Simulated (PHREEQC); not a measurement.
Spent oxide etchant

Consider water at 25 °C with 0.0019 mol HF, 0.011 mol H2SiF6, 3e-05 mol H3PO4 and 0.0002 mol H2SO4 per kg of water. Closed to the air; pH follows from the charge balance.

All values are PHREEQC results (ion-association model, phreeqc.dat), not measurements.

No solid was allowed to form.

### Question
Estimate the pH, ionic strength.

### Answer
pH 1.73; ionic strength 0.0318 mol/kgw.

### Question
In which forms is F present?

### Answer
SiF6-2 92 %, HF 7.8 % of the F.

Examples of supersaturated solids here: Quartz (slow to form), Chalcedony (slow to form). Others may be too. Complexes and solids missing from the database can't appear. SiF6-2 is the database's only silicon fluoride.
